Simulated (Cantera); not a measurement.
Charge: 1 mol HMDSO, 1.3 mol O3, 22 mol H2, held at 0.0675 Torr.

These are equilibrium values from Cantera (NASA tables, ideal gas, pure condensed phases), not measurements of a reactor. Candidate condensed phases: C, C6H6, C7H8, C8H18, H2O, Si, SiC, SiO2; 123 gas species. The feed counts by its element totals alone. The numbers say what is thermodynamically allowed, not how fast it happens.

Over these rows the condensed part is SiC(s). Partial pressures as log10 of bar:

```json
[
 {"T (K)": "1623", "1000/T (1/K)": "0.6161", "log p Si": "-8.00", "log p H2": "-4.11", "log p CO": "-4.95", "log p H": "-6.22", "log p SiO": "-5.95"},
 {"T (K)": "1673", "1000/T (1/K)": "0.5977", "log p Si": "?", "log p H2": "-4.11", "log p CO": "-4.95", "log p H": "-6.00", "log p SiO": "-5.96"},
 {"T (K)": "1723", "1000/T (1/K)": "0.5804", "log p Si": "-7.11", "log p H2": "-4.12", "log p CO": "-4.96", "log p H": "-5.80", "log p SiO": "-5.97"},
 {"T (K)": "1773", "1000/T (1/K)": "0.5640", "log p Si": "-6.72", "log p H2": "-4.12", "log p CO": "-4.96", "log p H": "-5.61", "log p SiO": "-5.99"},
 {"T (K)": "1823", "1000/T (1/K)": "0.5485", "log p Si": "-6.36", "log p H2": "-4.13", "log p CO": "-4.96", "log p H": "-5.43", "log p SiO": "-6.06"},
 {"T (K)": "1873", "1000/T (1/K)": "0.5339", "log p Si": "-6.07", "log p H2": "-4.14", "log p CO": "-4.95", "log p H": "-5.26", "log p SiO": "-6.19"}
]
```

Question: Fit log p(Si) = a + b·(1000/T) to the five rows, give the apparent enthalpy, and predict the row at 1673 K.

Answer: Means: 1000/T = 0.5686, log p = -6.852. Sxy = -0.095206, Sxx = 0.0040247, so b = -23.66 and a = -6.852 − (-23.66)×0.5686 = 6.60.
Apparent enthalpy: −19.145 × (-23.66) = 453 kJ/mol. With the condensed phases at unit activity, 1/2 SiC(s) + 1/2 SiO(g) = Si(g) + 1/2 CO(g) links this pressure to the main gases: over the six rows their terms move log p by -0.12 in all, so the slope isn't that reaction's ΔH° alone. The five rows lie within 0.04 of the line.
Prediction at 1673 K: 6.60 + (-23.66)×0.5977 = -7.54. The computed value is -7.54, 0.00 from the line.
